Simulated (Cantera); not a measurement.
Input (Python, Cantera):

```python
import numpy as np
import cantera as ct

gas = ct.Solution("gri30.yaml")
gas.TPX = 1225, 140000, {'N2O': 1, 'O2': 0.11}
reactor = ct.IdealGasConstPressureReactor(gas, energy="off", clone=False)
net = ct.ReactorNet([reactor])
net.rtol, net.atol = 1e-08, 1e-18
show = ['N2O', 'O2', 'NO2', 'NO', 'O']
times = np.geomspace(0.0006, 30, 15)

steps = ct.SolutionArray(gas, extra=["t"])
rows = []
print(f"{'t/s':>10s}{'T/K':>9s}{'P/Pa':>11s}" + "".join(f"{s:>11s}" for s in show))
for t in times:
    while net.time < t:
        t_next = net.step()
        steps.append(gas.state, t=t_next)
    rows.append([np.interp(t, steps.t, y) for y in (steps.T, steps.P, *steps(*show).X.T)])
    print(f"{t:10.3e}{rows[-1][0]:9.1f}{rows[-1][1]:11.4g}" + "".join(f"{x:11.3e}" for x in rows[-1][2:]))
rate = np.gradient(steps.T, steps.t)
print("integrator steps:", len(steps.t))
if steps.T.max() > steps.T[0] + 200:
    print(f"time of steepest temperature rise: {steps.t[rate.argmax()]:.4e} s")
gas.TPX = 1225, 140000, {'N2O': 1, 'O2': 0.11}
gas.equilibrate("TP")
print(f"equilibrium (TP): T = {gas.T:.1f} K  " + "  ".join(f"{s} {gas[s].X[0]:.3e}" for s in show))
```

Output:

```
       t/s      T/K       P/Pa        N2O         O2        NO2         NO          O
 6.000e-04   1225.0    1.4e+05  8.999e-01  9.937e-02  4.983e-08  7.823e-05  2.470e-06
 1.300e-03   1225.0    1.4e+05  8.988e-01  9.968e-02  2.272e-07  1.698e-04  2.469e-06
 2.815e-03   1225.0    1.4e+05  8.963e-01  1.004e-01  9.935e-07  3.671e-04  2.467e-06
 6.096e-03   1225.0    1.4e+05  8.909e-01  1.018e-01  4.010e-06  7.899e-04  2.461e-06
 1.320e-02   1225.0    1.4e+05  8.794e-01  1.049e-01  1.410e-05  1.687e-03  2.446e-06
 2.860e-02   1225.0    1.4e+05  8.554e-01  1.114e-01  4.070e-05  3.554e-03  2.410e-06
 6.194e-02   1225.0    1.4e+05  8.068e-01  1.246e-01  9.706e-05  7.285e-03  2.334e-06
 1.342e-01   1225.0    1.4e+05  7.150e-01  1.496e-01  2.011e-04  1.414e-02  2.182e-06
 2.906e-01   1225.0    1.4e+05  5.635e-01  1.912e-01  3.640e-04  2.482e-02  1.902e-06
 6.294e-01   1225.0    1.4e+05  3.627e-01  2.472e-01  5.558e-04  3.726e-02  1.454e-06
 1.363e+00   1225.0    1.4e+05  1.692e-01  3.027e-01  6.987e-04  4.610e-02  8.672e-07
 2.953e+00   1225.0    1.4e+05  4.677e-02  3.395e-01  7.623e-04  4.846e-02  3.159e-07
 6.395e+00   1225.0    1.4e+05  4.582e-03  3.527e-01  9.084e-04  4.797e-02  5.167e-08
 1.385e+01   1225.0    1.4e+05  3.919e-05  3.541e-01  1.093e-03  4.769e-02  2.155e-08
 3.000e+01   1225.0    1.4e+05  6.141e-07  3.542e-01  1.097e-03  4.767e-02  2.131e-08
integrator steps: 1037
equilibrium (TP): T = 1225.0 K  N2O 2.049e-08  O2 3.787e-01  NO2 6.724e-06  NO 2.826e-04  O 2.203e-08
```

Cantera simulation using GRI-Mech 3.0 (53 species, 325 reactions); the numbers are that mechanism's predictions, not measurements. GRI-Mech 3.0 was tuned for natural gas; its chemistry of N2O as a main component is partial and can be far from experiment. The mechanism lacks the step 2 NO + O2 → 2 NO2, which can matter for NO2 below about 1400 K. The temperature is held fixed by assumption; the heat of reaction is taken as removed at once.
